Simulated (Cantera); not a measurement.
What does this Cantera script print?

```python
import numpy as np
import cantera as ct

gas_names = """
    AL ALH ALN ALO ALOH ALO2 ALO2H AL2 AL2O AL2O2 H HALO HNO HNO2 HNO3 HO2 H2 H2O H2O2 N NH NH2 NH3
    NH2OH NO NO2 NO3 N2 N2H2 N2H4 N2O O OH O2 O3
""".split()
cond_names = """
    AL(cr) AL(L) ALN(s) AL2O3(a) AL2O3(L) H2O(s) H2O(L)
""".split()


# ... load() reads the species with a 1 bar reference pressure and builds the phases ...
atoms = {
    'AlN': {'AL': 1, 'N': 1},
    'H2O': {'H': 2, 'O': 1},
    'H2': {'H': 2},
    'O2': {'O': 2},
}
top_T = {'ALN(s)': 2750}  # K; cautious upper limits of use, not melting points


# ... equilibrate(T, P, feed) seeds the gas with the atoms and calls Mixture.equilibrate('TP', solver="vcs", rtol=1e-11, max_steps=5000) ...
results = []
feed = {'AlN': 1, 'H2O': 1.9, 'H2': 85, 'O2': 6}  # mol
T = 1650  # K
P = 93  # Pa
mix = equilibrate(T, P, feed)
results.append((T, P, feed, dict(zip(mix.species_names, mix.species_moles))))
x = sorted(zip(gas.X, gas.species_names), reverse=True)
print(f"T = {T:g} K  P = {P:g} Pa  gas = {mix.phase_moles(0):.4g} mol")
print("   x: " + "  ".join(f"{s} {v:.3e}" for v, s in x if v > 1e-06))
print("   condensed (mol): " + ("  ".join(f"{mix.phase(i).name} {mix.phase_moles(i):.4g}"
      for i in range(1, mix.n_phases) if mix.phase_moles(i) > 1e-12) or "none"))
```

Result:

```
T = 1650 K  P = 93 Pa  gas = 87.52 mol
   x: H2 8.499e-01  H2O 1.417e-01  N2 5.713e-03  H 2.746e-03  OH 2.068e-05
   condensed (mol): AL2O3(a) 0.5
```

These are equilibrium values from Cantera (NASA tables, ideal gas, pure condensed phases), not measurements of a reactor.
